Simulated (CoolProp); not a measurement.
CHF3 (R23) along the isotherm 194.1 K: fugacity coefficient from the reference equation and from simpler models built on Tc = 299.3 K, pc = 4.832 MPa, ω = 0.263; each cubic takes its own stable root.

Values from CoolProp's reference Helmholtz-energy equation of state, Penoncello 2003.

```
p (MPa)   phase  reference
-------  ------  ---------
0.00764     gas     0.9972
0.0157      gas     0.9942
0.0322      gas     0.9881
0.0662      gas     0.9755
0.136    liquid     0.8429
0.279    liquid     0.4127
0.573    liquid     0.2027
1.18     liquid     0.1003
2.42     liquid    0.05075
```

Q: How far does each simpler model (van der Waals, Soave-Redlich-Kwong) lie from the reference over these 9 states: mean and median of the absolute difference, and the worst?

A: 
- van der Waals: mean 146.1 %, median 15.9 %, worst +417.0 % at 194.1 K and 2.42 MPa
- Soave-Redlich-Kwong: mean 0.5 %, median 0.4 %, worst +1.4 % at 194.1 K and 2.42 MPa

At some of these states van der Waals gives the other phase, because its saturation line lies elsewhere.
